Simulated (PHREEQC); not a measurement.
Consider water at 25 °C with 0.092 mol/kgw LiOH and 7.8e-06 mol/kgw H4SiO4. Closed to the air; pH follows from the charge balance.

The numbers come from PHREEQC with the Pitzer model, pitzer.dat.

Precipitation was switched off in this run.

Task: What pH, density, osmotic coefficient does the model give?

Result: pH 12.83; density 1.000 g/cm³; osmotic coefficient 0.921.

Task: In which forms is Si present?

Result: H2SiO4-2 55 %, H3SiO4- 45 % of the Si.

Complexes and solids missing from the database can't appear.
